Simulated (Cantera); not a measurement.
An adiabatic, constant-pressure homogeneous reactor starts with CH₃OH : O₂ : N₂ : H₂O = 1 : 1 : 11 : 3.4 (molar parts), equivalence ratio 1.5, at 1450 K and 1000000 Pa. Integrator tolerance rtol = 1e-08.

Computed with Cantera and GRI-Mech 3.0 (53 species, 325 reactions). GRI-Mech 3.0 was tuned for natural gas; its chemistry of methanol as a main component is partial and can be far from experiment.

Task: What does this change do: pressure from 1000000 Pa to 100000 Pa?

Result: 
```csv
quantity,before,after
time of steepest temperature rise,48.7 µs,0.343 ms
temperature at 4.00 s,2042 K,2039 K
equilibrium temperature,2042 K,2039 K
x(CH₃OH) at 4.00 s,<1e-12 (gas-phase equilibrium <1e-12),<1e-12 (gas-phase equilibrium <1e-12)
x(O₂) at 4.00 s,9.39e-7 (gas-phase equilibrium 9.39e-7),8.90e-6 (gas-phase equilibrium 8.90e-6)
x(H₂O) at 4.00 s,0.275 (gas-phase equilibrium 0.275),0.274 (gas-phase equilibrium 0.274)
x(H) at 4.00 s,0.000130 (gas-phase equilibrium 0.000130),0.000401 (gas-phase equilibrium 0.000401)
x(NO) at 4.00 s,1.63e-5 (gas-phase equilibrium 1.63e-5),4.92e-5 (gas-phase equilibrium 4.98e-5)
x(CH₄) at 4.00 s,1.19e-11 (gas-phase equilibrium 1.34e-11),<1e-12 (gas-phase equilibrium <1e-12)
x(C₂H₄) at 4.00 s,<1e-12 (gas-phase equilibrium <1e-12),<1e-12 (gas-phase equilibrium <1e-12)
```

Task: What does this change do: initial temperature 1450 to 1150 K?

Result: 
```tsv
quantity	before	after
time of steepest temperature rise	48.7 µs	3.44 ms
temperature at 4.00 s	2042 K	1765 K
equilibrium temperature	2042 K	1765 K
x(CH₃OH) at 4.00 s	<1e-12 (gas-phase equilibrium <1e-12)	<1e-12 (gas-phase equilibrium <1e-12)
x(O₂) at 4.00 s	9.39e-7 (gas-phase equilibrium 9.39e-7)	7.72e-9 (gas-phase equilibrium 7.72e-9)
x(H₂O) at 4.00 s	0.275 (gas-phase equilibrium 0.275)	0.272 (gas-phase equilibrium 0.272)
x(H) at 4.00 s	0.000130 (gas-phase equilibrium 0.000130)	1.64e-5 (gas-phase equilibrium 1.64e-5)
x(NO) at 4.00 s	1.63e-5 (gas-phase equilibrium 1.63e-5)	2.36e-7 (gas-phase equilibrium 6.34e-7)
x(CH₄) at 4.00 s	1.19e-11 (gas-phase equilibrium 1.34e-11)	1.04e-10 (gas-phase equilibrium 1.14e-10)
x(C₂H₄) at 4.00 s	<1e-12 (gas-phase equilibrium <1e-12)	<1e-12 (gas-phase equilibrium <1e-12)
```

Task: What does this change do: CH3OH 1 to 0.46 parts?

Result: 
```json
[
 {"quantity": "time of steepest temperature rise", "before": "48.7 µs", "after": "59.8 µs"},
 {"quantity": "temperature at 4.00 s", "before": "2042 K", "after": "1929 K"},
 {"quantity": "equilibrium temperature", "before": "2042 K", "after": "1929 K"},
 {"quantity": "x(CH₃OH) at 4.00 s", "before": "<1e-12 (gas-phase equilibrium <1e-12)", "after": "<1e-12 (gas-phase equilibrium <1e-12)"},
 {"quantity": "x(O₂) at 4.00 s", "before": "9.39e-7 (gas-phase equilibrium 9.39e-7)", "after": "0.0184 (gas-phase equilibrium 0.0183)"},
 {"quantity": "x(H₂O) at 4.00 s", "before": "0.275 (gas-phase equilibrium 0.275)", "after": "0.268 (gas-phase equilibrium 0.268)"},
 {"quantity": "x(H) at 4.00 s", "before": "0.000130 (gas-phase equilibrium 0.000130)", "after": "3.21e-6 (gas-phase equilibrium 3.19e-6)"},
 {"quantity": "x(NO) at 4.00 s", "before": "1.63e-5 (gas-phase equilibrium 1.63e-5)", "after": "0.00140 (gas-phase equilibrium 0.00172)"},
 {"quantity": "x(CH₄) at 4.00 s", "before": "1.19e-11 (gas-phase equilibrium 1.34e-11)", "after": "<1e-12 (gas-phase equilibrium <1e-12)"},
 {"quantity": "x(C₂H₄) at 4.00 s", "before": "<1e-12 (gas-phase equilibrium <1e-12)", "after": "<1e-12 (gas-phase equilibrium <1e-12)"}
]
```
